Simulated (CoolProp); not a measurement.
Properties of trans-2-butene along the isotherm 525 K.

The numbers come from the reference Helmholtz-energy equation of state, Lemmon 2005 in CoolProp. It is a short technical equation, of lower accuracy than the large ones.

```json
[
 {"p (MPa)": "0.913", "phase": "gas", "cv (kJ/(kg K))": "2.230", "Joule-Thomson coefficient (K/MPa)": "5.189", "isothermal compressibility (1/MPa)": "1.142", "expansivity (1/kK)": "2.196"},
 {"p (MPa)": "1.83", "phase": "gas", "cv (kJ/(kg K))": "2.243", "Joule-Thomson coefficient (K/MPa)": "5.406", "isothermal compressibility (1/MPa)": "0.5970", "expansivity (1/kK)": "2.556"},
 {"p (MPa)": "2.74", "phase": "gas", "cv (kJ/(kg K))": "2.256", "Joule-Thomson coefficient (K/MPa)": "5.612", "isothermal compressibility (1/MPa)": "0.4192", "expansivity (1/kK)": "2.996"},
 {"p (MPa)": "3.65", "phase": "gas", "cv (kJ/(kg K))": "2.271", "Joule-Thomson coefficient (K/MPa)": "5.789", "isothermal compressibility (1/MPa)": "0.3320", "expansivity (1/kK)": "3.536"},
 {"p (MPa)": "4.57", "phase": "supercritical", "cv (kJ/(kg K))": "2.286", "Joule-Thomson coefficient (K/MPa)": "5.910", "isothermal compressibility (1/MPa)": "0.2800", "expansivity (1/kK)": "4.198"},
 {"p (MPa)": "5.48", "phase": "supercritical", "cv (kJ/(kg K))": "2.300", "Joule-Thomson coefficient (K/MPa)": "5.935", "isothermal compressibility (1/MPa)": "0.2456", "expansivity (1/kK)": "4.964"},
 {"p (MPa)": "6.39", "phase": "supercritical", "cv (kJ/(kg K))": "2.314", "Joule-Thomson coefficient (K/MPa)": "5.826", "isothermal compressibility (1/MPa)": "0.2191", "expansivity (1/kK)": "5.805"},
 {"p (MPa)": "7.31", "phase": "supercritical", "cv (kJ/(kg K))": "2.326", "Joule-Thomson coefficient (K/MPa)": "5.553", "isothermal compressibility (1/MPa)": "0.1952", "expansivity (1/kK)": "6.643"},
 {"p (MPa)": "8.22", "phase": "supercritical", "cv (kJ/(kg K))": "2.335", "Joule-Thomson coefficient (K/MPa)": "5.124", "isothermal compressibility (1/MPa)": "0.1716", "expansivity (1/kK)": "7.316"},
 {"p (MPa)": "9.13", "phase": "supercritical", "cv (kJ/(kg K))": "2.341", "Joule-Thomson coefficient (K/MPa)": "4.569", "isothermal compressibility (1/MPa)": "0.1470", "expansivity (1/kK)": "7.678"},
 {"p (MPa)": "10", "phase": "supercritical", "cv (kJ/(kg K))": "2.343", "Joule-Thomson coefficient (K/MPa)": "3.979", "isothermal compressibility (1/MPa)": "0.1234", "expansivity (1/kK)": "7.660"}
]
```
